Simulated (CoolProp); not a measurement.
The fluid at 293.15 K and 1.17 MPa flows at 0.16 m/s in a round tube of 10 mm bore and 15 µm roughness, fully developed (64/Re and Nu = 3.66 if laminar; Colebrook and Gnielinski if turbulent). The same conditions are run with several fluids, on thermodynamics alone (safety and materials aside).

The numbers come from the reference Helmholtz-energy equation of state of each fluid (water: Wagner 2002; C3F8 (R218): Lemmon 2006; R134a: Tillner-Roth 1994; R142b: Lemmon 2006; n-decane: Lemmon 2006) in CoolProp.

### Question
Rank water, C3F8 (R218), R134a, R142b, n-decane by Reynolds number, highest first.

### Answer
C3F8 (R218) (11800), R134a (9380), R142b (7330), water (1600), n-decane (1260)

```json
[
 {"fluid": "water", "Darcy friction factor": "0.0401", "pressure drop (Pa/m)": "51.3", "heat-transfer coefficient (W/(m² K))": "219", "mass flow (kg/h)": "45.2"},
 {"fluid": "C3F8 (R218)", "Darcy friction factor": "0.0319", "pressure drop (Pa/m)": "55.5", "heat-transfer coefficient (W/(m² K))": "382", "mass flow (kg/h)": "61.5"},
 {"fluid": "R134a", "Darcy friction factor": "0.0336", "pressure drop (Pa/m)": "52.8", "heat-transfer coefficient (W/(m² K))": "497", "mass flow (kg/h)": "55.6"},
 {"fluid": "R142b", "Darcy friction factor": "0.0355", "pressure drop (Pa/m)": "51.2", "heat-transfer coefficient (W/(m² K))": "404", "mass flow (kg/h)": "51.0"},
 {"fluid": "n-decane", "Darcy friction factor": "0.0506", "pressure drop (Pa/m)": "47.4", "heat-transfer coefficient (W/(m² K))": "48.0", "mass flow (kg/h)": "33.1"}
]
```

Transport values come from each fluid's own correlations; those of C3F8 (R218), R134a, R142b are estimates that may be off by 10 % or more.
